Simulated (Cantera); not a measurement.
Charge: 1 mol Fe2O3, 4.3 mol CO, held at 7.50 Torr.

Method: chemical equilibrium by Gibbs-energy minimisation in Cantera with the NASA 1993 tables (ideal gas, pure condensed phases). Candidate condensed phases: C, Fe, Fe(CO)5, FeO, Fe2O3, Fe3O4; 15 gas species. The tables' stoichiometric FeO is somewhat more stable than real wüstite, so its field is too wide. FeO: taken at fixed stoichiometry. Rates play no part.

x: gas mole fraction; n: condensed amount in mol.

```csv
T (°C),x CO,x CO2,x Fe,x FeO,x O,x O2,n FeO(s),n FeO(l)
1375,0.767,0.233,0.000128,?,2.82e-8,1.24e-8,2.00,0
1425,0.767,0.233,0.000276,?,8.91e-8,4.15e-8,0,2.00
1475,0.766,0.233,0.000569,?,2.63e-7,1.29e-7,0,2.00
1525,0.765,0.233,0.00112,?,7.34e-7,3.78e-7,0,2.00
1575,0.764,0.234,0.00212,?,1.94e-6,1.05e-6,0,1.99
1625,0.761,0.235,0.00386,?,4.89e-6,2.78e-6,0,1.98
1675,0.755,0.238,0.00674,?,1.18e-5,7.09e-6,0,1.97
1725,0.747,0.241,0.0113,?,2.77e-5,1.76e-5,0,1.95
```

### Question
Some entries are withheld; supply them.

### Answer

- 1375, x FeO: 8.83e-7
- 1425, x FeO: 2.42e-6
- 1475, x FeO: 6.22e-6
- 1525, x FeO: 1.51e-5
- 1575, x FeO: 3.50e-5
- 1625, x FeO: 7.73e-5
- 1675, x FeO: 0.000163
- 1725, x FeO: 0.000332
